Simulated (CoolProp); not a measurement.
Vapour-liquid equilibrium of cyclohexane (1) + m-xylene (2) at 338.3 K; x and y are mole fractions of (1).

Values from CoolProp's multi-fluid Helmholtz-energy mixture model, Zhou 2014 and Zhou 2012; pair parameters Bell 2016.

| x | bubble pressure, mixture model (bar) | bubble pressure, Raoult's law (bar) | y, mixture model | y, Raoult's law |
|---|---|---|---|---|
| 0.05 | 0.1194 | 0.1094 | ? | 0.283 |
| 0.15 | 0.1886 | 0.1630 | 0.623 | 0.569 |
| 0.25 | 0.2517 | 0.2166 | 0.747 | 0.714 |
| 0.35 | ? | 0.2702 | 0.817 | 0.801 |
| 0.45 | ? | 0.3239 | 0.863 | 0.860 |
| 0.55 | 0.4104 | 0.3775 | 0.897 | 0.902 |
| 0.65 | ? | 0.4311 | 0.924 | 0.933 |
| 0.75 | ? | 0.4847 | 0.948 | 0.957 |
| 0.85 | 0.5470 | 0.5384 | ? | 0.977 |
| 0.95 | 0.5941 | 0.5920 | 0.990 | 0.993 |

Task: Fill in the missing entries.

Result: 
- 0.05, y, mixture model: 0.341
- 0.35, bubble pressure, mixture model (bar): 0.3092
- 0.45, bubble pressure, mixture model (bar): 0.3617
- 0.65, bubble pressure, mixture model (bar): 0.4566
- 0.75, bubble pressure, mixture model (bar): 0.5016
- 0.85, y, mixture model: 0.969

The largest gap from Raoult's law is +16.2 % in bubble pressure, at x = 0.25. No azeotrope shows between x = 0.05 and 0.95.

Pair parameters are fitted to limited data, so mixtures are less certain than the pure fluids.
